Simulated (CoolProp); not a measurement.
Dimethyl carbonate along the isotherm 600 K: density (kg/m³) from the reference equation and from simpler models built on Tc = 557.0 K, pc = 4909 kPa, ω = 0.346; each cubic takes its own stable root.

Values from CoolProp's reference Helmholtz-energy equation of state, Zhou 2011.

```
p (kPa)          phase  reference
-------  -------------  ---------
77.6               gas      1.407
177                gas      3.228
402                gas      7.425
915                gas      17.42
2080               gas      42.78
4740               gas      125.0
10800    supercritical      501.9
24500    supercritical      674.7
```

Task: How far does each simpler model (ideal gas, van der Waals, Redlich-Kwong, Peng-Robinson) lie from the reference over these 8 states: mean and median of the absolute difference, and the worst?

Result: 
- ideal gas: mean 18.5 %, median 8.7 %, worst -61.1 % at 600 K and 10800 kPa
- van der Waals: mean 5.7 %, median 0.4 %, worst -25.2 % at 600 K and 24500 kPa
- Redlich-Kwong: mean 2.1 %, median 0.2 %, worst -7.5 % at 600 K and 24500 kPa
- Peng-Robinson: mean 1.3 %, median 0.4 %, worst -6.3 % at 600 K and 10800 kPa
